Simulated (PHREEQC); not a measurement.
# Arsenic or selenium liquor (model solution)

A solution holds 20 mmol/kgw Na2SeO3, 0.07 mmol/kgw NaOH and 0.33 mmol/kgw NaCl, at 49 °C. Closed to the air; pH follows from the charge balance.

Model: ion-association model, wateq4f.dat, run in PHREEQC.

No solid was allowed to form.

Problem. What pH, ionic strength does the model give?

Solution. pH 9.89; ionic strength 0.0600 mol/kgw.

Problem. In which forms is Se present?

Solution. SeO3-2 98 %, HSeO3- 2.1 % of the Se.

At this temperature some constants are extrapolated from 25 °C, and those without enthalpy data are left unchanged.
